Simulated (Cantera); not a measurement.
# Catalytic combustion on Pt

An isothermal plug-flow reactor at 1075 K and 0.180 bar (inlet), inlet velocity 2.4 m/s, active area per volume 1300 1/m; feed 0.486 % CH4, 1.13 % O2, 89.3 % N2, 9.05 % H2O.

Cantera simulation using Deutschmann's 1995 Pt surface mechanism with GRI-Mech 3.0 gas chemistry; the numbers are that mechanism's predictions, not measurements. Catalytic surfaces can have several steady states; this one follows from the mechanism file's or the stated starting coverage. Mass transfer to the wall is taken as infinitely fast.

| z (m) | x CH4 | x O2 | x H2O | x CO2 | x CO | θ free Pt | θ O* | θ OH* |
|---|---|---|---|---|---|---|---|---|
| 3.7e-05 | 0.00479 | 0.0112 | 0.0906 | 6.79e-5 | 6.02e-6 | 0.553 | 0.445 | 0.00224 |
| 6.6e-05 | 0.00473 | 0.0110 | 0.0907 | 0.000125 | 6.75e-6 | 0.554 | 0.444 | 0.00224 |
| 0.00012 | 0.00463 | 0.0108 | 0.0909 | 0.000230 | 6.83e-6 | 0.555 | 0.443 | 0.00224 |
| 0.00021 | 0.00445 | 0.0105 | 0.0913 | 0.000402 | 6.63e-6 | 0.557 | 0.440 | 0.00224 |
| 0.00037 | 0.00416 | 0.00991 | 0.0919 | 0.000696 | 6.26e-6 | 0.561 | 0.437 | 0.00225 |
| 0.00066 | 0.00367 | 0.00892 | 0.0929 | 0.00119 | 5.62e-6 | 0.568 | 0.430 | 0.00225 |
| 0.0012 | 0.00287 | 0.00733 | 0.0944 | 0.00198 | 4.56e-6 | 0.580 | 0.418 | 0.00226 |
| 0.0021 | 0.00186 | 0.00531 | 0.0965 | 0.00299 | 3.13e-6 | 0.600 | 0.398 | 0.00227 |
| 0.0037 | 0.000795 | 0.00319 | 0.0986 | 0.00406 | 1.47e-6 | 0.629 | 0.369 | 0.00226 |
x: gas mole fraction; θ: surface coverage.
